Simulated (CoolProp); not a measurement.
Vapour-liquid equilibrium of ethanol (1) + dimethyl carbonate (2) at 0.155 MPa; x and y are mole fractions of (1).

Computed with CoolProp (multi-fluid Helmholtz-energy mixture model, Schroeder 2014 and Zhou 2011; pair parameters Bell 2016).

```json
[
 {"x": "0.05", "bubble temperature (K)": "372.6", "y at the bubble point": "0.163", "dew temperature at overall composition x (K)": "375.8", "liquid density (mol/L)": "10.80"},
 {"x": "0.125", "bubble temperature (K)": "368.1", "y at the bubble point": "0.318", "dew temperature at overall composition x (K)": "373.7", "liquid density (mol/L)": "11.10"},
 {"x": "0.2", "bubble temperature (K)": "365.1", "y at the bubble point": "0.417", "dew temperature at overall composition x (K)": "371.6", "liquid density (mol/L)": "11.39"},
 {"x": "0.275", "bubble temperature (K)": "363.1", "y at the bubble point": "0.485", "dew temperature at overall composition x (K)": "369.3", "liquid density (mol/L)": "11.69"},
 {"x": "0.35", "bubble temperature (K)": "361.8", "y at the bubble point": "0.536", "dew temperature at overall composition x (K)": "367.1", "liquid density (mol/L)": "12.00"},
 {"x": "0.425", "bubble temperature (K)": "361.0", "y at the bubble point": "0.577", "dew temperature at overall composition x (K)": "364.9", "liquid density (mol/L)": "12.33"},
 {"x": "0.5", "bubble temperature (K)": "360.4", "y at the bubble point": "0.611", "dew temperature at overall composition x (K)": "362.7", "liquid density (mol/L)": "12.68"},
 {"x": "0.575", "bubble temperature (K)": "360.0", "y at the bubble point": "0.644", "dew temperature at overall composition x (K)": "361.0", "liquid density (mol/L)": "13.06"},
 {"x": "0.65", "bubble temperature (K)": "359.8", "y at the bubble point": "0.677", "dew temperature at overall composition x (K)": "359.9", "liquid density (mol/L)": "13.46"},
 {"x": "0.725", "bubble temperature (K)": "359.7", "y at the bubble point": "0.714", "dew temperature at overall composition x (K)": "359.7", "liquid density (mol/L)": "13.89"},
 {"x": "0.8", "bubble temperature (K)": "359.9", "y at the bubble point": "0.761", "dew temperature at overall composition x (K)": "360.2", "liquid density (mol/L)": "14.36"},
 {"x": "0.875", "bubble temperature (K)": "360.4", "y at the bubble point": "0.823", "dew temperature at overall composition x (K)": "361.0", "liquid density (mol/L)": "14.85"},
 {"x": "0.95", "bubble temperature (K)": "361.5", "y at the bubble point": "0.913", "dew temperature at overall composition x (K)": "362.0", "liquid density (mol/L)": "15.38"}
]
```

y crosses x between x = 0.65 and 0.725: the model has an azeotrope there.

The pair parameters rest on a limited set of measurements; away from them the model extrapolates.
